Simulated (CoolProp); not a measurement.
Vapour-liquid equilibrium of CH2F2 (R32) (1) + 1-butene (2) at 46.85 °C; x and y are mole fractions of (1).

Model: multi-fluid Helmholtz-energy mixture model, Tillner-Roth 1997 and Lemmon 2005; pair parameters Bell 2016, in CoolProp.

**Question.** Give the bubble pressure and the first vapour's composition at x = 0.2, 0.35, 0.8. Is there an azeotrope?

**Answer.** x = 0.2: 19.22 bar, y = 0.682; x = 0.35: 23.77 bar, y = 0.741; x = 0.8: 29.22 bar, y = 0.848. y crosses x between x = 0.875 and 0.95: the model has an azeotrope there.

The pair parameters rest on a limited set of measurements; away from them the model extrapolates. With so large a gap from Raoult's law the liquid may split in two, which this calculation doesn't test in full.
